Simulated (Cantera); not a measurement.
toluene + H2 (carbon deposition, reforming and gasification)

Charge: 1 mol toluene, a varied amount of H2, at 2577 °C and 1.88 Torr.

Cantera equilibrium calculation (NASA polynomials, part measured and part estimated; ideal gas, pure solids and liquids). Candidate condensed phases: C, C6H6, C7H8, C8H18; 76 gas species. Rates play no part.

| n(H2) (mol) | x H | x H2 | x C3 | x C2H2 (acetylene) | x C | x C2H | n C(graphite) |
|---|---|---|---|---|---|---|---|
| 4.2 | 0.793 | 0.166 | 0.0231 | 0.00653 | 0.00451 | 0.00427 | 5.54 |
| 13 | 0.793 | 0.166 | 0.0231 | 0.00653 | 0.00451 | 0.00427 | 3.96 |
| 21 | 0.793 | 0.166 | 0.0231 | 0.00653 | 0.00451 | 0.00427 | 2.54 |
| 30 | 0.793 | 0.166 | 0.0231 | 0.00653 | 0.00451 | 0.00427 | 0.928 |
| 38 | 0.794 | 0.167 | 0.0214 | 0.00623 | 0.00440 | 0.00407 | 0 |
| 47 | 0.799 | 0.169 | 0.0173 | 0.00546 | 0.00409 | 0.00354 | 0 |
| 56 | 0.802 | 0.170 | 0.0144 | 0.00487 | 0.00385 | 0.00315 | 0 |
| 64 | 0.804 | 0.171 | 0.0125 | 0.00445 | 0.00367 | 0.00287 | 0 |
x: gas mole fraction; n: condensed amount in mol.

From 4.2 mol H2 to 30 mol H2 the condensed part is C(graphite). From 38 mol H2 to 64 mol H2 nothing is condensed. The main C-bearing gas is C3 throughout.
